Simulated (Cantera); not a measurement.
What does this Cantera script print?

```python
import numpy as np
import cantera as ct

gas_names = """
    Cu CuO Cu2 H HNO HNO2 HNO3 HO2 H2 H2O H2O2 N NH NH2 NH3 NH2OH NO NO2 NO3 N2 N2H2 N2H4 N2O O OH O2 O3
""".split()
cond_names = """
    Cu(cr) Cu(L) CuO(s) CuO2H2(s) Cu2O(s) Cu2O(L) H2O(s) H2O(L)
""".split()


# ... load() reads the species with a 1 bar reference pressure and builds the phases ...
atoms = {
    'Cu2O': {'Cu': 2, 'O': 1},
    'H2': {'H': 2},
    'N2': {'N': 2},
}
top_T = {'CuO(s)': 1390}  # K; cautious upper limits of use, not melting points


# ... equilibrate(T, P, feed) seeds the gas with the atoms and calls Mixture.equilibrate('TP', solver="vcs", rtol=1e-11, max_steps=5000) ...
results = []
feed = {'Cu2O': 1, 'H2': 120, 'N2': 5.6}  # mol
T = 1775  # K
P = 200  # Pa
mix = equilibrate(T, P, feed)
results.append((T, P, feed, dict(zip(mix.species_names, mix.species_moles))))
x = sorted(zip(gas.X, gas.species_names), reverse=True)
print(f"T = {T:g} K  P = {P:g} Pa  gas = {mix.phase_moles(0):.4g} mol")
print("   x: " + "  ".join(f"{s} {v:.3e}" for v, s in x if v > 1e-05))
print("   condensed (mol): " + ("  ".join(f"{mix.phase(i).name} {mix.phase_moles(i):.4g}"
      for i in range(1, mix.n_phases) if mix.phase_moles(i) > 1e-12) or "none"))
```

Output:

```
T = 1775 K  P = 200 Pa  gas = 128 mol
   x: H2 9.266e-01  N2 4.375e-02  Cu 1.562e-02  H2O 7.809e-03  H 6.230e-03
   condensed (mol): none
```

Equilibrium computed with Cantera from the NASA thermochemical tables; the gas is ideal and each condensed phase is pure.
